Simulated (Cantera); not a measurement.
Input: 1 mol Si3H8, 42 mol N2, 0.011 mol Cl2, held at 0.0290 bar.

Method: chemical equilibrium by Gibbs-energy minimisation in Cantera with the NASA 1993 tables (ideal gas, pure condensed phases). Candidate condensed phases: NH4Cl, Si, Si3N4; 28 gas species. The feed counts by its element totals alone. N2 is the only nitrogen source here; it is nearly inert below about 1500 K, so the nitride shown seldom forms there in practice. The numbers say what is thermodynamically allowed, not how fast it happens. All values below are at 1348 K.

Base state: N2 0.909, H2 0.0906, HCl 0.000500 (mole fractions); condensed: Si3N4(s).

### Question
What changes in the equilibrium state with this change: Si3H8 replaced by SiCl4?

### Answer
```csv
species,before,after
N2,0.909,0.976
SiCl4,<1e-9,0.0232
Cl,1.88e-8,0.000542
H2,0.0906,0
HCl,0.000500,0
SiCl3,<1e-9,7.62e-5
"Si3N4(s), mol",1.00,0
```
The tables' values for SiCl3 are old estimates; treat these amounts as uncertain.
